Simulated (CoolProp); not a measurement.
Vapour-liquid equilibrium of dimethyl ether (1) + methanol (2) at 0.0507 MPa; x and y are mole fractions of (1).

The numbers come from the multi-fluid Helmholtz-energy mixture model, Wu 2011 and de Reuck 1993; pair parameters Bell 2016 in CoolProp.

```json
[
 {"x": "0.05", "bubble temperature, mixture model (°C)": "11.5", "bubble temperature, Raoult's law (°C)": "27.9", "y, mixture model": "0.845", "y, Raoult's law": "0.632"},
 {"x": "0.2", "bubble temperature, mixture model (°C)": "-20.0", "bubble temperature, Raoult's law (°C)": "-3.0", "y, mixture model": "0.982", "y, Raoult's law": "0.947"},
 {"x": "0.35", "bubble temperature, mixture model (°C)": "-28.4", "bubble temperature, Raoult's law (°C)": "-16.7", "y, mixture model": "0.991", "y, Raoult's law": "0.983"},
 {"x": "0.5", "bubble temperature, mixture model (°C)": "-32.1", "bubble temperature, Raoult's law (°C)": "-24.9", "y, mixture model": "0.993", "y, Raoult's law": "0.993"},
 {"x": "0.65", "bubble temperature, mixture model (°C)": "-34.3", "bubble temperature, Raoult's law (°C)": "-30.7", "y, mixture model": "0.995", "y, Raoult's law": "0.997"},
 {"x": "0.8", "bubble temperature, mixture model (°C)": "-36.3", "bubble temperature, Raoult's law (°C)": "-35.1", "y, mixture model": "0.996", "y, Raoult's law": "0.999"},
 {"x": "0.95", "bubble temperature, mixture model (°C)": "-38.6", "bubble temperature, Raoult's law (°C)": "-38.6", "y, mixture model": "0.999", "y, Raoult's law": "1.000"}
]
```

The largest gap from Raoult's law is -17.0 K in bubble temperature, at x = 0.2. No azeotrope shows between x = 0.05 and 0.95.

The pair parameters rest on a limited set of measurements; away from them the model extrapolates. With so large a gap from Raoult's law the liquid may split in two, which this calculation doesn't test in full.
